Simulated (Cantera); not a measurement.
What does this Cantera script print?

```python
import numpy as np
import cantera as ct

gas_names = """
    CS2 H2 C2H4
""".split()
cond_names = """
    Ni3S4(s) NiS2(s) NiS2(L)
""".split()


# ... load() reads the species with a 1 bar reference pressure and builds the phases ...
species = {s.name: s for s in load("nasa_gas.yaml", gas_names) + load("nasa_condensed.yaml", cond_names)}
# Each term lists the table entries of one substance; the one whose range holds T is used.
reactions = {
    '2 CS2(g) + 2 Ni3S4 + 2 H2(g) = C2H4(g) + 6 NiS2':
        [(-2, ['CS2']), (-2, ['Ni3S4(s)']), (-2, ['H2']), (1, ['C2H4']), (6, ['NiS2(s)', 'NiS2(L)'])],
}


def pick(names, T):
    return next(species[n] for n in names if species[n].thermo.min_temp <= T <= species[n].thermo.max_temp)


results = []
for label, terms in reactions.items():
    print(label)
    print("     T/K   dH/kJ  dS/(J/K)   dG/kJ   log10 K")
    for T in [350, 375, 400, 425, 450, 475, 500, 525, 550]:
        used = [(nu, pick(names, T)) for nu, names in terms]
        dH = sum(nu * s.thermo.h(T) for nu, s in used) / 1e6
        dS = sum(nu * s.thermo.s(T) for nu, s in used) / 1e3
        dG = dH - T * dS / 1e3
        logK = -dG * 1e6 / (ct.gas_constant * T * np.log(10))
        results.append((label, T, dH, dS, dG, logK, [s.name for _, s in used]))
        print(f"{T:8g} {dH:8.1f} {dS:8.1f} {dG:8.1f} {logK:8.2f}")
```

Result:

```
2 CS2(g) + 2 Ni3S4 + 2 H2(g) = C2H4(g) + 6 NiS2
     T/K   dH/kJ  dS/(J/K)   dG/kJ   log10 K
     350   -368.3   -461.8   -206.7    30.84
     375   -368.8   -463.3   -195.1    27.17
     400   -369.5   -465.0   -183.5    23.96
     425   -370.2   -466.8   -171.8    21.12
     450   -371.0   -468.7   -160.1    18.59
     475   -371.9   -470.6   -148.4    16.32
     500   -372.9   -472.6   -136.6    14.27
     525   -373.9   -474.6   -124.8    12.41
     550   -375.0   -476.6   -112.9    10.72
```

Standard-state values (1 bar) from the NASA 1993 polynomials, evaluated with Cantera. Condensed species are held in their standard states even where they would react or evaporate.
